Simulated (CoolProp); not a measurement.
Properties of methane along the isobar 1.01 bar (Tc = 190.6 K, pc = 45.99 bar, ω = 0.011).

Model: reference Helmholtz-energy equation of state, Setzmann 1991, in CoolProp.

| T (K) | phase | Z | cv (kJ/(kg K)) | speed of sound (m/s) | Joule-Thomson coefficient (K/MPa) | isothermal compressibility (1/MPa) | conductivity (mW/(m K)) |
|---|---|---|---|---|---|---|---|
| 120 | gas | 0.9712 | 1.594 | 282.8 | 24.96 | 10.20 | 12.4 |
| 150.4 | gas | 0.9853 | 1.570 | 319.5 | 15.62 | 10.05 | 15.9 |
| 180.8 | gas | 0.9914 | 1.569 | 351.5 | 11.12 | 9.987 | 19.5 |
| 211.2 | gas | 0.9946 | 1.581 | 380.2 | 8.428 | 9.955 | 23.1 |
| 241.6 | gas | 0.9964 | 1.609 | 406.2 | 6.601 | 9.936 | 26.8 |
| 272 | gas | 0.9976 | 1.655 | 429.8 | 5.267 | 9.925 | 30.6 |
| 302.5 | gas | 0.9983 | 1.719 | 451.4 | 4.247 | 9.917 | 34.7 |
| 332.9 | gas | 0.9989 | 1.798 | 471.3 | 3.456 | 9.912 | 39.2 |
| 363.3 | gas | 0.9992 | 1.890 | 489.7 | 2.829 | 9.909 | 43.9 |
| 393.7 | gas | 0.9995 | 1.992 | 507.1 | 2.330 | 9.906 | 48.9 |
| 424.1 | gas | 0.9997 | 2.099 | 523.6 | 1.928 | 9.904 | 54.2 |
| 454.5 | gas | 0.9998 | 2.211 | 539.3 | 1.603 | 9.903 | 59.8 |

Thermal conductivity comes from a separate model (Friend 1989).
